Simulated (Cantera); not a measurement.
**Premixed flame**

A freely propagating, adiabatic, planar premixed flame of CH4 : H2 : O2 : N2 : H2O = 1.3 : 0.19 : 1.5 : 5.84 : 0.22 (molar parts), unburnt at 523 K and 6.51 atm; mixture-averaged transport, grid criteria slope 0.08 and curve 0.16, no radiation.

Detailed kinetics in Cantera: GRI-Mech 3.0 (53 species, 325 reactions). Burning velocities carry a grid error of a few per cent, more on coarse grids.

| z (mm) | T (K) | u (m/s) | x CH4 | x H2 | x O2 | x NO | x C2H2 | x H |
|---|---|---|---|---|---|---|---|---|
| -1.00 | 525 | 0.122 | 0.143 | 0.0246 | 0.165 | <1e-8 | 3.80e-7 | <1e-8 |
| -0.668 | 538 | 0.125 | 0.141 | 0.0298 | 0.163 | <1e-8 | 5.32e-6 | <1e-8 |
| -0.501 | 573 | 0.134 | 0.138 | 0.0353 | 0.160 | <1e-8 | 2.30e-5 | <1e-8 |
| -0.334 | 695 | 0.165 | 0.127 | 0.0439 | 0.150 | <1e-8 | 0.000120 | <1e-8 |
| -0.167 | 1086 | 0.263 | 0.0937 | 0.0556 | 0.109 | 1.54e-8 | 0.000683 | 9.08e-7 |
| -0.0835 | 1406 | 0.344 | 0.0645 | 0.0620 | 0.0702 | 5.37e-8 | 0.00149 | 1.78e-5 |
| 0 | 1690 | 0.418 | 0.0373 | 0.0681 | 0.0322 | 1.04e-7 | 0.00351 | 9.06e-5 |
| 0.0835 | 1832 | 0.456 | 0.0233 | 0.0727 | 0.0120 | 1.64e-7 | 0.00632 | 0.000150 |
| 0.167 | 1881 | 0.469 | 0.0179 | 0.0761 | 0.00471 | 2.00e-7 | 0.00790 | 0.000141 |
| 0.334 | 1901 | 0.475 | 0.0137 | 0.0812 | 0.00101 | 2.17e-7 | 0.00909 | 0.000108 |
| 0.668 | 1895 | 0.475 | 0.0103 | 0.0880 | 9.54e-5 | 2.13e-7 | 0.00975 | 8.99e-5 |
| 1.34 | 1883 | 0.473 | 0.00767 | 0.0955 | 2.62e-6 | 2.04e-7 | 0.00963 | 8.44e-5 |
| 2.67 | 1871 | 0.473 | 0.00575 | 0.103 | 1.17e-8 | 2.00e-7 | 0.00845 | 8.14e-5 |
x: mole fraction of selected species; z is measured from the peak of heat release.

| Item | Result |
|---|---|
| laminar burning velocity | 12.1 cm/s |
| thermal thickness | 0.334 mm |
| peak x(C2H2) | 0.00983 |
| peak x(H) | 0.000152 |
| grid points | 119 |
